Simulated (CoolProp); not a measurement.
Computed with CoolProp (reference Helmholtz-energy equation of state, Polt 1992). This equation is an older, rougher fit; its heat capacities, sound speeds and derivatives of the liquid may be far off and weren't checked against measurements.

Question: Give the vapour pressure (MPa), liquid density (kg/m³), vapour density (kg/m³), surface tension (mN/m) of saturated cyclopropane at 288.4, 296.1, 300 K.

Answer: 
```json
[
 {"T (K)": "288.4", "p (MPa)": "0.552", "liquid density (kg/m³)": "634", "vapour density (kg/m³)": "10.9", "surface tension (mN/m)": "12.5"},
 {"T (K)": "296.1", "p (MPa)": "0.685", "liquid density (kg/m³)": "622", "vapour density (kg/m³)": "13.4", "surface tension (mN/m)": "11.4"},
 {"T (K)": "300", "p (MPa)": "0.761", "liquid density (kg/m³)": "616", "vapour density (kg/m³)": "14.9", "surface tension (mN/m)": "10.8"}
]
```

Surface tension comes from a separate correlation (Mulero 2014).
